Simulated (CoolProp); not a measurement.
R1336mzz(E) along the isobar 3.95 bar: fugacity coefficient from the reference equation and from simpler models built on Tc = 130.4 °C, pc = 27.79 bar, ω = 0.413; each cubic takes its own stable root.

Computed with CoolProp (reference Helmholtz-energy equation of state, Akasaka 2023).

| T (°C) | phase | reference | van der Waals | Redlich-Kwong | Soave-Redlich-Kwong | Peng-Robinson |
|---|---|---|---|---|---|---|
| -10.95 | liquid | 0.1108 | 0.8508 | 0.3066 | 0.1114 | 0.1128 |
| 1.35 | liquid | 0.1910 | 0.8965 | 0.4542 | 0.1923 | 0.1928 |
| 13.65 | liquid | 0.3090 | 0.9063 | 0.6424 | 0.3119 | 0.3105 |
| 25.95 | liquid | 0.4733 | 0.9149 | 0.8731 | 0.4794 | 0.4747 |
| 38.35 | liquid | 0.6936 | 0.9225 | 0.9007 | 0.7048 | 0.6950 |
| 50.65 | gas | 0.8894 | 0.9291 | 0.9107 | 0.8988 | 0.8930 |
| 62.95 | gas | 0.9030 | 0.9350 | 0.9195 | 0.9102 | 0.9045 |
| 75.25 | gas | 0.9145 | 0.9403 | 0.9272 | 0.9202 | 0.9145 |
| 87.55 | gas | 0.9244 | 0.9450 | 0.9339 | 0.9289 | 0.9233 |
| 99.85 | gas | 0.9328 | 0.9492 | 0.9399 | 0.9366 | 0.9311 |
| 112.25 | gas | 0.9402 | 0.9530 | 0.9452 | 0.9434 | 0.9381 |
| 124.55 | gas | 0.9466 | 0.9564 | 0.9499 | 0.9494 | 0.9442 |
| 136.85 | gas | 0.9522 | 0.9595 | 0.9541 | 0.9547 | 0.9496 |

At some of these states van der Waals, Redlich-Kwong gives the other phase, because its saturation line lies elsewhere.
